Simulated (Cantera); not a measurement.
Source: NASA polynomial tables (part measured, part estimated), evaluated in Cantera. Values are per mole of reaction as written; species without (g) are pure solids or liquids, kept so even where they would boil at 1 bar.

2 CsCl ⇌ 2 Cs(g) + Cl2(g)

```json
[
 {"T (K)": "300", "ΔH° (kJ)": "1038.6", "ΔS° (J/K)": "371.7", "ΔG° (kJ)": "927.1", "log10 K": "-161.42", "condensed phases": "CsCl(s)"},
 {"T (K)": "600", "ΔH° (kJ)": "…", "ΔS° (J/K)": "…", "ΔG° (kJ)": "…", "log10 K": "…", "condensed phases": "CsCl(s)"},
 {"T (K)": "750", "ΔH° (kJ)": "1014.3", "ΔS° (J/K)": "328.5", "ΔG° (kJ)": "767.9", "log10 K": "-53.48", "condensed phases": "CsCl(s)"},
 {"T (K)": "900", "ΔH° (kJ)": "…", "ΔS° (J/K)": "…", "ΔG° (kJ)": "…", "log10 K": "…", "condensed phases": "CsCl(s)"},
 {"T (K)": "1050", "ΔH° (kJ)": "964.2", "ΔS° (J/K)": "273.8", "ΔG° (kJ)": "676.7", "log10 K": "-33.67", "condensed phases": "CsCl(l)"},
 {"T (K)": "1200", "ΔH° (kJ)": "952.8", "ΔS° (J/K)": "263.6", "ΔG° (kJ)": "636.5", "log10 K": "-27.70", "condensed phases": "CsCl(l)"},
 {"T (K)": "1350", "ΔH° (kJ)": "…", "ΔS° (J/K)": "…", "ΔG° (kJ)": "…", "log10 K": "…", "condensed phases": "CsCl(l)"},
 {"T (K)": "1500", "ΔH° (kJ)": "929.9", "ΔS° (J/K)": "246.6", "ΔG° (kJ)": "560.0", "log10 K": "-19.50", "condensed phases": "CsCl(l)"},
 {"T (K)": "1650", "ΔH° (kJ)": "918.5", "ΔS° (J/K)": "239.3", "ΔG° (kJ)": "523.6", "log10 K": "-16.57", "condensed phases": "CsCl(l)"},
 {"T (K)": "1800", "ΔH° (kJ)": "907.1", "ΔS° (J/K)": "232.7", "ΔG° (kJ)": "488.2", "log10 K": "-14.17", "condensed phases": "CsCl(l)"},
 {"T (K)": "1950", "ΔH° (kJ)": "895.9", "ΔS° (J/K)": "226.8", "ΔG° (kJ)": "453.7", "log10 K": "-12.15", "condensed phases": "CsCl(l)"}
]
```

### Question
Fill in the missing entries.

### Answer

- 600, ΔH° (kJ): 1028.3
- 600, ΔS° (J/K): 348.3
- 600, ΔG° (kJ): 819.3
- 600, log10 K: -71.33
- 900, ΔH° (kJ): 1007.0
- 900, ΔS° (J/K): 319.6
- 900, ΔG° (kJ): 719.3
- 900, log10 K: -41.75
- 1350, ΔH° (kJ): 941.4
- 1350, ΔS° (J/K): 254.6
- 1350, ΔG° (kJ): 597.6
- 1350, log10 K: -23.12
